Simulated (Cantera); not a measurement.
**Low-pressure radical oxidation in H2/O2**

An isothermal, constant-pressure homogeneous reactor starts with 32.4 % H2, 67.6 % O2, at 975 K and 1300 Pa.

Computed with Cantera and GRI-Mech 3.0 (53 species, 325 reactions). Radical loss at walls, strong at low pressure, is not modelled. The temperature is held fixed by assumption; the heat of reaction is taken as removed at once.

```json
[
 {"t (s)": "2.00e-5", "x H2": "0.324", "x O2": "0.676", "x O": "<1e-12", "x H": "2.00e-11", "x OH": "<1e-12"},
 {"t (s)": "7.06e-5", "x H2": "0.324", "x O2": "0.676", "x O": "8.75e-12", "x H": "7.17e-11", "x OH": "4.68e-12"},
 {"t (s)": "0.000249", "x H2": "0.324", "x O2": "0.676", "x O": "9.01e-11", "x H": "3.63e-10", "x OH": "3.45e-11"},
 {"t (s)": "0.000879", "x H2": "0.324", "x O2": "0.676", "x O": "3.33e-9", "x H": "1.12e-8", "x OH": "1.17e-9"},
 {"t (s)": "0.00310", "x H2": "0.323", "x O2": "0.675", "x O": "0.000222", "x H": "0.000745", "x OH": "7.92e-5"},
 {"t (s)": "0.0110", "x H2": "0.00896", "x O2": "0.599", "x O": "0.0118", "x H": "0.0213", "x OH": "0.00362"},
 {"t (s)": "0.0387", "x H2": "0.000400", "x O2": "0.612", "x O": "0.000371", "x H": "8.30e-5", "x OH": "0.000453"},
 {"t (s)": "0.136", "x H2": "2.64e-5", "x O2": "0.613", "x O": "2.45e-5", "x H": "1.42e-6", "x OH": "0.000117"},
 {"t (s)": "0.482", "x H2": "1.98e-6", "x O2": "0.613", "x O": "2.95e-6", "x H": "5.80e-8", "x OH": "4.13e-5"},
 {"t (s)": "1.70", "x H2": "2.33e-7", "x O2": "0.613", "x O": "5.31e-7", "x H": "4.32e-9", "x OH": "1.75e-5"},
 {"t (s)": "6.00", "x H2": "4.46e-8", "x O2": "0.613", "x O": "1.20e-7", "x H": "4.61e-10", "x OH": "8.30e-6"}
]
```
x: mole fraction; the columns are a selection and need not sum to one.

Equilibrium at this temperature and pressure: H2 1.78e-10, O2 0.613, O 4.99e-10, H <1e-12, OH 5.32e-7 (gas phase only).
